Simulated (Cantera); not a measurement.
A closed system holds: 1 mol CO2, 1.3 mol O2, held at 2725 K and 0.248 Torr.

Cantera equilibrium calculation (NASA polynomials, part measured and part estimated; ideal gas, pure solids and liquids). Candidate condensed phases: C; 12 gas species. Rates play no part.

Base state: O 0.668, CO 0.228, O2 0.0917, CO2 0.0114 (mole fractions); condensed: gas only.

Q: What changes in the equilibrium state with this change: CO2 replaced by NH3?

A: 
| species | before | after |
|---|---|---|
| H | 0 | 0.464 |
| O | 0.668 | 0.372 |
| N2 | 0 | 0.0864 |
| CO | 0.228 | 0 |
| OH | 0 | 0.0231 |
| H2 | 0 | 0.0182 |
| CO2 | 0.0114 | 0 |
| O2 | 0.0917 | 0.0284 |
| NO | 0 | 0.00403 |
| H2O | 0 | 0.00346 |
| N | 0 | 3.20e-5 |
Further candidate phases: H2O.
